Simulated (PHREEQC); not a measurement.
Consider water at 20 °C with 0.084 mol/kgw Na2HAsO4. Closed to the air; pH follows from the charge balance.

The numbers come from PHREEQC with the ion-association model, wateq4f.dat.

```tsv
quantity	before	after
pH	8.91	4.49
ionic strength (mol/kgw)	0.253	0.0843
```

Task: Which change was made?
A. diluted 10-fold with water
B. Na2HAsO4 replaced by NaH2PO4 at the same molality
C. Na2HAsO4 from 0.084 to 0.0084 mol/kgw
D. temperature from 20 to 30 °C

Result: B, Na2HAsO4 replaced by NaH2PO4 at the same molality

No solid was allowed to form.
